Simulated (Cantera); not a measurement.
Feed: 1 mol V, 0.64 mol NH3, 140 mol H2, equilibrated at 2625 K and 3.90e-5 bar.

Equilibrium computed with Cantera from the NASA thermochemical tables; the gas is ideal and each condensed phase is pure. Candidate condensed phases: V, VN; 11 gas species. Rates play no part.

Base state: H 0.975, H2 0.0206, V 0.00360, N2 0.00115 (mole fractions); condensed: gas only.

Q: What changes in the equilibrium state with this change: NH3 from 0.64 to 0.47 mol?

A: 
```
species   before     after
-------  -------  --------
H          0.975     0.975
H2        0.0206    0.0206
V        0.00360   0.00361
N2       0.00115  0.000846
```
